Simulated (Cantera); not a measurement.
An adiabatic, constant-volume homogeneous reactor starts with CH4 : CO : O2 : N2 : H2O = 1 : 0.16 : 0.867 : 8.67 : 0.58 (molar parts), equivalence ratio 2.4, at 1773 K and 3.20 bar.

Detailed kinetics in Cantera: GRI-Mech 3.0 (53 species, 325 reactions).

Q: Predict: time of steepest temperature rise; temperature at 0.100 s; equilibrium temperature; x(CO) at 0.100 s; x(O2) at 0.100 s; x(NO) at 0.100 s; x(O) at 0.100 s.

A: 
```
Quantity                                                            Result
---------------------------------  ---------------------------------------
time of steepest temperature rise                                 0.129 ms
temperature at 0.100 s                                              2389 K
equilibrium temperature                                             2389 K
x(CO) at 0.100 s                     0.0817 (gas-phase equilibrium 0.0817)
x(O2) at 0.100 s                   1.70e-6 (gas-phase equilibrium 1.70e-6)
x(NO) at 0.100 s                   5.03e-5 (gas-phase equilibrium 5.03e-5)
x(O) at 0.100 s                    4.91e-6 (gas-phase equilibrium 4.91e-6)
```
